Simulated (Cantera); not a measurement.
**Thermodynamics of hydrogen reduction and annealing atmospheres, feed V2O3 + H2 + H2O**

Input: 1 mol V2O3, 320 mol H2, 5 mol H2O, at 78.0 Pa.

These are equilibrium values from Cantera (NASA tables, ideal gas, pure condensed phases), not measurements of a reactor. Candidate condensed phases: H2O, V, VO, V2O3, V2O4, V2O5; 12 gas species. VO: taken at fixed stoichiometry. Condensed phases not in the tables: the oxides between V2O3 and V2O5 other than VO2. The numbers say what is thermodynamically allowed, not how fast it happens.

```json
[
 {"T (K)": "850", "log p H2": "-3.11", "log p H": "-12.25", "log p H2O": "-4.92", "log p VO2": "<-15", "log p VO": "<-15", "log p OH": "<-15", "log p V": "<-15", "log p O": "<-15", "n V2O3(s)": "1.00", "n VO(s)": "0"},
 {"T (K)": "1000", "log p H2": "-3.11", "log p H": "-10.20", "log p H2O": "-4.92", "log p VO2": "<-15", "log p VO": "<-15", "log p OH": "-14.66", "log p V": "<-15", "log p O": "<-15", "n V2O3(s)": "1.00", "n VO(s)": "0"},
 {"T (K)": "1150", "log p H2": "-3.11", "log p H": "-8.68", "log p H2O": "-4.92", "log p VO2": "-14.19", "log p VO": "<-15", "log p OH": "-12.71", "log p V": "<-15", "log p O": "<-15", "n V2O3(s)": "1.00", "n VO(s)": "0"},
 {"T (K)": "1300", "log p H2": "-3.11", "log p H": "-7.51", "log p H2O": "-4.92", "log p VO2": "-11.66", "log p VO": "-13.73", "log p OH": "-11.20", "log p V": "<-15", "log p O": "<-15", "n V2O3(s)": "1.00", "n VO(s)": "0"},
 {"T (K)": "1450", "log p H2": "-3.11", "log p H": "-6.58", "log p H2O": "-4.92", "log p VO2": "-9.67", "log p VO": "-11.29", "log p OH": "-10.01", "log p V": "-14.33", "log p O": "-13.53", "n V2O3(s)": "1.000", "n VO(s)": "0"},
 {"T (K)": "1600", "log p H2": "-3.12", "log p H": "-5.82", "log p H2O": "-4.92", "log p VO2": "-8.07", "log p VO": "-9.32", "log p OH": "-9.04", "log p V": "-11.87", "log p O": "-11.82", "n V2O3(s)": "0.998", "n VO(s)": "0"},
 {"T (K)": "1750", "log p H2": "-3.12", "log p H": "-5.19", "log p H2O": "-4.93", "log p VO2": "-6.75", "log p VO": "-7.71", "log p OH": "-8.23", "log p V": "-9.84", "log p O": "-10.41", "n V2O3(s)": "0.959", "n VO(s)": "0"},
 {"T (K)": "1900", "log p H2": "-3.13", "log p H": "-4.66", "log p H2O": "-4.92", "log p VO2": "-5.70", "log p VO": "-6.42", "log p OH": "-7.54", "log p V": "-8.23", "log p O": "-9.20", "n V2O3(s)": "0", "n VO(s)": "0.986"}
]
```
log p: log10 of the partial pressure in bar; n: condensed amount in mol.

From 850 K to 1750 K the condensed part is V2O3(s). At 1900 K the condensed part is VO(s).
